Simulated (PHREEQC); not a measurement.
NaCl is added in steps, without added water, to 1 kg of water holding 0.055 mol HF and 0.00054 mol CuSO4, at 25 °C. Oxygen alone is held at its pressure in air (log pO2 = -0.68). No CO2 enters from the air. Only these solids could form: Halite.

Base run: PHREEQC, ion-association model, phreeqc.dat. Each further column changes one thing. The table gives pH.

| NaCl added (mol) | base | HF from 0.055 to 0.275 mol/kgw | no solid may form |
|---|---|---|---|
| 0 | 2.22 | 1.75 | 2.22 |
| 0.004583 | 2.21 | 1.74 | 2.21 |
| 0.009167 | 2.21 | 1.74 | 2.21 |
| 0.01604 | 2.21 | 1.74 | 2.21 |
| 0.02063 | 2.21 | 1.74 | 2.21 |
| 0.02521 | 2.21 | 1.74 | 2.21 |
| 0.02979 | 2.21 | 1.74 | 2.21 |
| 0.03438 | 2.21 | 1.74 | 2.21 |
| 0.03896 | 2.21 | 1.74 | 2.21 |
| 0.04583 | 2.20 | 1.74 | 2.20 |
| 0.05042 | 2.20 | 1.74 | 2.20 |
| 0.055 | 2.20 | 1.73 | 2.20 |
